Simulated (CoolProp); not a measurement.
Vapour-liquid equilibrium of propane (1) + R227EA (2) at -22.25 °C; x and y are mole fractions of (1).

The numbers come from the multi-fluid Helmholtz-energy mixture model, Lemmon 2009 and Lemmon 2016; pair parameters Bell 2016 in CoolProp.

```
x     bubble pressure, mixture model (MPa)  bubble pressure, Raoult's law (MPa)  y, mixture model  y, Raoult's law
----  ------------------------------------  -----------------------------------  ----------------  ---------------
0.05                                0.1124                              0.08530             0.329            0.132
0.15                                0.1638                               0.1000             0.570            0.338
0.25                                0.1956                               0.1148             0.662            0.491
0.35                                0.2139                               0.1295             0.708            0.609
0.45                                0.2241                               0.1443             0.735            0.703
0.55                                0.2300                               0.1590             0.753            0.779
0.65                                0.2341                               0.1737             0.772            0.843
0.75                                0.2372                               0.1885             0.797            0.897
0.85                                0.2381                               0.2032             0.840            0.942
0.95                                0.2329                               0.2179             0.925            0.982
```

The largest gap from Raoult's law is +70.4 % in bubble pressure, at x = 0.25. y crosses x between x = 0.75 and 0.85: the model has an azeotrope there.

The pair parameters rest on a limited set of measurements; away from them the model extrapolates. With so large a gap from Raoult's law the liquid may split in two, which this calculation doesn't test in full.
